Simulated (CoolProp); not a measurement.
Properties of neopentane along the isotherm 276.85 °C.

Model: reference Helmholtz-energy equation of state, Lemmon 2006, in CoolProp. It is a short technical equation, of lower accuracy than the large ones.

```tsv
p (MPa)	phase	density (kg/m³)	cv (kJ/(kg K))	expansivity (1/kK)
0.342	gas	5.486	2.674	1.926
0.685	gas	11.18	2.677	2.043
1.03	gas	17.11	2.680	2.171
1.37	gas	23.17	2.684	2.309
1.71	gas	29.46	2.688	2.458
2.05	gas	35.99	2.691	2.620
2.4	gas	42.98	2.695	2.800
2.74	gas	50.04	2.699	2.990
3.08	gas	57.40	2.703	3.194
3.42	supercritical	65.06	2.707	3.411
3.77	supercritical	73.26	2.711	3.650
4.11	supercritical	81.56	2.715	3.894
4.45	supercritical	90.18	2.719	4.149
4.79	supercritical	99.13	2.723	4.411
```
